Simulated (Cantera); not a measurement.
An adiabatic, constant-volume homogeneous reactor starts with C3H8 : O2 : N2 : H2O = 1 : 2.17 : 8.17 : 0.67 (molar parts), at 1173 K and 3.10 bar. Integrator tolerance rtol = 1e-08.

Model: GRI-Mech 3.0 (53 species, 325 reactions), integrated in Cantera. GRI-Mech 3.0 was tuned for natural gas; its chemistry of propane as a main component is partial and can be far from experiment.

```
quantity                                                            before                                      after
---------------------------------  ---------------------------------------  -----------------------------------------
time of steepest temperature rise                                  6.38 ms                                    2.03 ms
temperature at 2.00 s                                               2438 K                                     2450 K
equilibrium temperature                                             2438 K                                     2450 K
x(C3H8) at 2.00 s                    <1e-12 (gas-phase equilibrium <1e-12)      <1e-12 (gas-phase equilibrium <1e-12)
x(O2) at 2.00 s                    8.03e-7 (gas-phase equilibrium 8.03e-7)    1.76e-7 (gas-phase equilibrium 1.76e-7)
x(H2O) at 2.00 s                       0.109 (gas-phase equilibrium 0.109)        0.110 (gas-phase equilibrium 0.110)
x(CH4) at 2.00 s                   2.93e-9 (gas-phase equilibrium 3.29e-9)    7.67e-8 (gas-phase equilibrium 8.45e-8)
x(HO2) at 2.00 s                   1.87e-9 (gas-phase equilibrium 1.87e-9)  9.35e-10 (gas-phase equilibrium 9.35e-10)
x(C2H6) at 2.00 s                    <1e-12 (gas-phase equilibrium <1e-12)      <1e-12 (gas-phase equilibrium <1e-12)
x(O) at 2.00 s                     3.26e-6 (gas-phase equilibrium 3.26e-6)    7.15e-7 (gas-phase equilibrium 7.15e-7)
```

Problem. Name the change that produced these shifts.
(A) pressure from 3.10 bar to 0.500 bar
(B) O2 2.17 to 1.7 parts
(C) constant pressure in place of constant volume
(D) pressure from 3.10 bar to 16.0 bar

Solution. D, pressure from 3.10 bar to 16.0 bar
